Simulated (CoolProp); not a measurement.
A Linde-Hampson liquefier for carbon monoxide: isothermal reversible compression at 230 K from 1 atm to 30 MPa, throttling to 1 atm, return gas leaving the recuperator 2 K below the feed. Each further row changes one setting.

Computed with CoolProp (reference Helmholtz-energy equation of state, Lemmon 2006). It is a short technical equation, of lower accuracy than the large ones.

```csv
case,liquid yield per pass,compression work (kJ/kg of gas)
as stated,?,376
high pressure 60 MPa,0.185,?
warm-end temperature 260 K,?,?
warm-end gap 7 K,?,376
```

**Question.** What belongs in the gaps?

**Answer.** 
- as stated, liquid yield per pass: 0.201
- high pressure 60 MPa, compression work (kJ/kg of gas): 438
- warm-end temperature 260 K, liquid yield per pass: 0.147
- warm-end temperature 260 K, compression work (kJ/kg of gas): 434
- warm-end gap 7 K, liquid yield per pass: 0.189
